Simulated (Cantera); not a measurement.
Input: 1 mol SiH4, 0.32 mol Cl2, 200 mol N2, equilibrated at 1375 °C and 3.08 Torr.

Equilibrium computed with Cantera from the NASA thermochemical tables; the gas is ideal and each condensed phase is pure. Candidate condensed phases: NH4Cl, Si, Si3N4; 28 gas species. Rates play no part.

Base state: N2 0.988, H2 0.00881, HCl 0.00209, SiCl2 0.000527, H 0.000131, Cl 2.42e-5, Si 1.89e-5 (mole fractions); condensed: Si3N4(s).

Task: What changes in the equilibrium state with this change: SiH4 replaced by Si3H8?

Result: 
```csv
species,before,after
N2,0.988,0.979
H2,0.00881,0.0184
HCl,0.00209,0.00244
SiCl2,0.000527,0.000347
H,0.000131,0.000189
Cl,2.42e-5,1.96e-5
Si,1.89e-5,1.90e-5
"Si3N4(s), mol",0.296,0.975
```
The feed counts by its element totals alone.

Task: What changes in the equilibrium state with this change: temperature from 1375 °C to 775 °C?

Result: 
```
species          before    after
-------------  --------  -------
N2                0.988    0.988
H2              0.00881  0.00833
HCl             0.00209  0.00317
SiCl2          0.000527  2.24e-8
Si              1.89e-5    <1e-9
H              0.000131  1.10e-8
Cl              2.42e-5  3.83e-9
Si3N4(s), mol     0.296    0.333
```
N2 is the only nitrogen source here; it is nearly inert below about 1500 K, so the nitride shown seldom forms there in practice.
